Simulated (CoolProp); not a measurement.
Properties of ethanol along the isobar 8.78 MPa (Tc = 514.7 K, pc = 6.268 MPa, ω = 0.644).

The numbers come from the reference Helmholtz-energy equation of state, Schroeder 2014 in CoolProp.

```
T (K)          phase           Z  speed of sound (m/s)  isothermal compressibility (1/MPa)  expansivity (1/kK)
-----  -------------  ----------  --------------------  ----------------------------------  ------------------
388.4         liquid      0.1764                 918.0                            0.002062               1.534
403.5         liquid      0.1740                 865.4                            0.002424               1.721
418.6         liquid      0.1724                 809.4                            0.002915          (withheld)
433.8         liquid      0.1718                 749.8                            0.003594               2.234
448.9         liquid      0.1721                 687.7                            0.004543               2.567
464           liquid      0.1736                 622.4                            0.005937               2.986
479.1         liquid  (withheld)            (withheld)                            0.008215               3.604
494.3         liquid      0.1822                 470.3                             0.01280               4.759
509.4         liquid      0.1934                 370.4                          (withheld)               7.658
524.5  supercritical      0.2253                 249.6                          (withheld)               19.33
539.6  supercritical  (withheld)                 193.3                              0.4277          (withheld)
```

Problem. Complete the blanks.

Solution. 
- 418.6, expansivity (1/kK): 1.953
- 479.1, Z: 0.1766
- 479.1, speed of sound (m/s): 551.8
- 509.4, isothermal compressibility (1/MPa): 0.02576
- 524.5, isothermal compressibility (1/MPa): 0.09697
- 539.6, Z: 0.3753
- 539.6, expansivity (1/kK): 42.31
